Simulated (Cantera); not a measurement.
What does this Cantera script print?

```python
import numpy as np
import cantera as ct

gas_names = """
    VO2 O2
""".split()
cond_names = """
    V2O3(s) V2O3(L)
""".split()


# ... load() reads the species with a 1 bar reference pressure and builds the phases ...
species = {s.name: s for s in load("nasa_gas.yaml", gas_names) + load("nasa_condensed.yaml", cond_names)}
# Each term lists the table entries of one substance; the one whose range holds T is used.
reactions = {
    '4 VO2(g) = 2 V2O3 + O2(g)':
        [(-4, ['VO2']), (2, ['V2O3(s)', 'V2O3(L)']), (1, ['O2'])],
}


def pick(names, T):
    return next(species[n] for n in names if species[n].thermo.min_temp <= T <= species[n].thermo.max_temp)


results = []
for label, terms in reactions.items():
    print(label)
    print("     T/K   dH/kJ  dS/(J/K)   dG/kJ   log10 K")
    for T in [300, 1350, 1400, 1450, 1500, 1550, 1600, 1650, 1700, 1750, 1800]:
        used = [(nu, pick(names, T)) for nu, names in terms]
        dH = sum(nu * s.thermo.h(T) for nu, s in used) / 1e6
        dS = sum(nu * s.thermo.s(T) for nu, s in used) / 1e3
        dG = dH - T * dS / 1e3
        logK = -dG * 1e6 / (ct.gas_constant * T * np.log(10))
        results.append((label, T, dH, dS, dG, logK, [s.name for _, s in used]))
        print(f"{T:8g} {dH:8.1f} {dS:8.1f} {dG:8.1f} {logK:8.2f}")
```

Result:

```
4 VO2(g) = 2 V2O3 + O2(g)
     T/K   dH/kJ  dS/(J/K)   dG/kJ   log10 K
     300  -1506.9   -659.2  -1309.2   227.94
    1350  -1418.0   -537.6   -692.3    26.79
    1400  -1412.7   -533.7   -665.5    24.83
    1450  -1407.1   -529.8   -638.9    23.02
    1500  -1401.5   -526.0   -612.5    21.33
    1550  -1395.7   -522.2   -586.3    19.76
    1600  -1389.7   -518.4   -560.3    18.29
    1650  -1383.6   -514.6   -534.5    16.92
    1700  -1377.4   -510.9   -508.9    15.64
    1750  -1371.0   -507.2   -483.4    14.43
    1800  -1364.4   -503.5   -458.1    13.29
```

Source: NASA polynomial tables (part measured, part estimated), evaluated in Cantera. Condensed species are held in their standard states even where they would react or evaporate.
